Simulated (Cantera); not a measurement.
Input: 1 mol n-butane, 0.026 mol H2O, 1.4 mol N2, at 0.00133 bar.

These are equilibrium values from Cantera (NASA tables, ideal gas, pure condensed phases), not measurements of a reactor. Candidate condensed phases: C, C6H6, C7H8, C8H18, H2O; 136 gas species. Rates play no part. All values below are at 1798 K.

Base state: H2 0.770, N2 0.215, H 0.00846, CO 0.00401, HCN 0.00247, C2H2 (acetylene) 0.000133, HNC 9.34e-5 (mole fractions); condensed: C(graphite).

Question: What changes in the equilibrium state with this change: n-butane replaced by C?

Answer: 
```csv
species,before,after
N2,0.215,0.963
CO,0.00401,0.0179
H2,0.770,0.0169
C2H2 (acetylene),0.000133,2.91e-6
H,0.00846,0.00125
HNC,9.34e-5,2.93e-5
"C(graphite), mol",3.96,0.973
```

Question: What changes in the equilibrium state with this change: pressure from 0.00133 bar to 0.000150 bar?

Answer: 
```
species             before     after
----------------  --------  --------
H2                   0.770     0.755
N2                   0.215     0.213
H                  0.00846    0.0250
C2H2 (acetylene)  0.000133  0.000130
HNC                9.34e-5   9.21e-5
C(graphite), mol      3.96      3.96
```
